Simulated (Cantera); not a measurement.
Input: 1 mol Fe2O3, 3 mol Cl2, 1 mol H2, held at 452 °C and 6.60e-5 bar.

Cantera equilibrium calculation (NASA polynomials, part measured and part estimated; ideal gas, pure solids and liquids). Candidate condensed phases: Fe, FeCl2, FeCl3, FeO, Fe(OH)2, Fe(OH)3, Fe2O3, Fe3O4, H2O; 22 gas species. Condensed phases not in the tables: FeOCl. The numbers say what is thermodynamically allowed, not how fast it happens.

Base state: HCl 0.498, Cl2 0.497, FeCl3 0.00221, O2 0.00130, H2O 0.000724, Cl 0.000119 (mole fractions); condensed: Fe2O3(s).

### Question
What changes in the equilibrium state with this change: temperature from 452 °C to 1050 °C?

### Answer
| species | before | after |
|---|---|---|
| HCl | 0.498 | 0.343 |
| FeCl2 | 8.77e-6 | 0.302 |
| O2 | 0.00130 | 0.228 |
| Cl2 | 0.497 | 0.00373 |
| Cl | 0.000119 | 0.114 |
| OH | <1e-9 | 4.16e-5 |
| O | <1e-9 | 1.56e-5 |
| ClO | 5.96e-9 | 1.40e-5 |
| H2O | 0.000724 | 0.00726 |
| Fe2O3(s), mol | 0.996 | 0 |
| Fe3O4(s), mol | 0 | 0.101 |
